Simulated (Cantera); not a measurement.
Input: 1 mol MgCO₃, a varied amount of H₂S, 0.33 mol CO₂, at 1275 °C and 0.130 bar.

Cantera equilibrium calculation (NASA polynomials, part measured and part estimated; ideal gas, pure solids and liquids). Candidate condensed phases: C, C₆H₆, C₇H₈, C₈H₁₈, H₂O, H₂SO₄, Mg, MgCO₃, MgO, Mg(OH)₂, MgS, MgSO₄, S; 130 gas species. Kinetics and transport are ignored.

Problem. At 0.36 mol H₂S, list the 7 most abundant gas species with their mole fractions, and the condensed phases.

Solution. CO₂ 0.443, CO 0.251, H₂O 0.150, S₂ 0.0616, SO₂ 0.0504, H₂ 0.0304, H₂S 0.00790. Condensed: MgO(s).
